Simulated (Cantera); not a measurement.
Input: 1 mol H2O, 0.13 mol O2, at 1125 K and 10.0 bar.

These are equilibrium values from Cantera (NASA tables, ideal gas, pure condensed phases), not measurements of a reactor. Candidate condensed phases: H2O; 9 gas species. Rates play no part.

Base state: H2O 0.885, O2 0.115 (mole fractions); condensed: gas only.

What changes in the equilibrium state with this change: H2O replaced by SO2?


```
species  before   after
-------  ------  ------
SO2           0   0.774
SO3           0   0.199
O2        0.115  0.0272
H2O       0.885       0
```
Further candidate phases: S.
